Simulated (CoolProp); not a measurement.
Sulfur hexafluoride at several states: Z from the reference equation and from simpler models built on Tc = 318.7 K, pc = 3755 kPa, ω = 0.210; each cubic takes its own stable root.

Model: reference Helmholtz-energy equation of state, Guder 2009, in CoolProp.

```csv
T (K),p (kPa),phase,reference
430.1,11.9,gas,0.9996
383.9,2840,gas,0.8586
353.4,1210,gas,0.9202
494.3,364,gas,0.9937
```

Q: How far does each simpler model (Pitzer virial, van der Waals, Peng-Robinson) lie from the reference over these 4 states: mean and median of the absolute difference, and the worst?

A: 
- Pitzer virial: mean 0.2 %, median 0.1 %, worst +0.5 % at 383.9 K and 2840 kPa
- van der Waals: mean 0.6 %, median 0.2 %, worst -2.0 % at 383.9 K and 2840 kPa
- Peng-Robinson: mean 0.9 %, median 0.7 %, worst -2.2 % at 383.9 K and 2840 kPa
